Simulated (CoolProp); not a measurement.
Vapour-liquid equilibrium of CHF3 (R23) (1) + R22 (2) at 238.3 K; x and y are mole fractions of (1).

Computed with CoolProp (multi-fluid Helmholtz-energy mixture model, Penoncello 2003 and Kamei 1995; pair parameters Bell 2016).

Give the bubble pressure and the first vapour's composition at x = 0.35, 0.5, 0.8. Is there an azeotrope?

x = 0.35: 4.153 bar, y = 0.764; x = 0.5: 5.196 bar, y = 0.844; x = 0.8: 7.137 bar, y = 0.943. No azeotrope shows between x = 0.05 and 0.95.

Pair parameters are fitted to limited data, so mixtures are less certain than the pure fluids.
